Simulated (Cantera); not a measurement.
Silicon carbide growth: SiH₂Cl₂ + C₃H₈ + H₂

Feed: 1 mol SiH₂Cl₂, 0.0091 mol C₃H₈, 10 mol H₂, held at 12.8 Torr.

Cantera equilibrium calculation (NASA polynomials, part measured and part estimated; ideal gas, pure solids and liquids). Candidate condensed phases: C, C₆H₆, C₇H₈, C₈H₁₈, Si, SiC; 109 gas species. Mutual solubility and eutectic melting of coexisting phases are not modelled. The tables' values for SiCl, SiCl₃ are old estimates; treat these amounts as uncertain. Gases not in the tables: Si₂H₆ and higher silanes. Kinetics and transport are ignored.

From 925 K to 1675 K the condensed part is Si(s) + SiC(s). From 1825 K to 2125 K the condensed part is Si(l) + SiC(s). At 2275 K nothing is condensed. The main Si-bearing gas is SiCl₄ at 925 K and Si at 2275 K. The share of Si in condensed phases is highest at 1225 K (61.1 %) and lowest at 2275 K (0.0 %).

```csv
T (K),x H₂,x HCl,x H,x Si,x SiCl₂,x SiCl₄,x SiHCl₃,n Si(s),n SiC(s),n Si(l)
925,0.945,0.0124,1.94e-9,<1e-12,0.000234,0.0328,0.00910,0.478,0.0273,0
1075,0.922,0.0407,1.08e-7,<1e-12,0.00350,0.0240,0.00677,0.543,0.0273,0
1225,0.888,0.0795,2.25e-6,2.03e-10,0.0174,0.00816,0.00284,0.584,0.0273,0
1375,0.872,0.0949,2.45e-5,2.41e-8,0.0298,0.000867,0.000508,0.570,0.0273,0
1525,0.870,0.0949,0.000169,1.11e-6,0.0339,8.03e-5,8.31e-5,0.551,0.0273,0
1675,0.870,0.0929,0.000831,2.55e-5,0.0358,1.05e-5,1.77e-5,0.535,0.0273,0
1825,0.864,0.0981,0.00314,0.000268,0.0333,1.99e-6,4.67e-6,0,0.0273,0.561
1975,0.854,0.102,0.00970,0.00190,0.0302,4.75e-7,1.47e-6,0,0.0267,0.566
2125,0.828,0.103,0.0253,0.0102,0.0268,1.30e-7,5.14e-7,0,0.0212,0.463
2275,0.765,0.0988,0.0570,0.0414,0.0216,3.62e-8,1.77e-7,0,0,0
```
x: gas mole fraction; n: condensed amount in mol.
